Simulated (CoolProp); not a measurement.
n-perfluorobutane along the isotherm 410.9 K: fugacity coefficient from the reference equation and from simpler models built on Tc = 386.3 K, pc = 2322 kPa, ω = 0.372; each cubic takes its own stable root.

Computed with CoolProp (reference Helmholtz-energy equation of state, Gao 2022).

```
p (kPa)          phase  reference  Redlich-Kwong  Soave-Redlich-Kwong
-------  -------------  ---------  -------------  -------------------
415                gas     0.9541         0.9496               0.9519
829                gas     0.9087         0.9005               0.9050
1240               gas     0.8637         0.8525               0.8593
1660               gas     0.8179         0.8042               0.8134
2070               gas     0.7731         0.7575               0.7693
2490     supercritical     0.7270         0.7095               0.7244
2900     supercritical     0.6817         0.6620               0.6809
3320     supercritical     0.6351         0.6133               0.6368
3730     supercritical     0.5919         0.5705               0.5966
4150     supercritical     0.5529         0.5336               0.5605
4560     supercritical     0.5205         0.5034               0.5305
4980     supercritical     0.4923         0.4773               0.5042
5390     supercritical     0.4688         0.4556               0.4822
5810     supercritical     0.4481         0.4365               0.4628
```
